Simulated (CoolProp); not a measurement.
Model: reference Helmholtz-energy equation of state, Lemmon 2006, in CoolProp. It is a short technical equation, of lower accuracy than the large ones.

Task: For CH3F (R41), give the phase and the Joule-Thomson coefficient (K/MPa), expansivity (1/kK) at 258.6 K and 241 bar; 358.4 K and 241 bar; 391.7 K and 241 bar.

Result: 
- 258.6 K and 241 bar: liquid; Joule-Thomson coefficient -0.197, expansivity 2.62
- 358.4 K and 241 bar: supercritical; Joule-Thomson coefficient 0.663, expansivity 5.35
- 391.7 K and 241 bar: supercritical; Joule-Thomson coefficient 1.26, expansivity 6.39
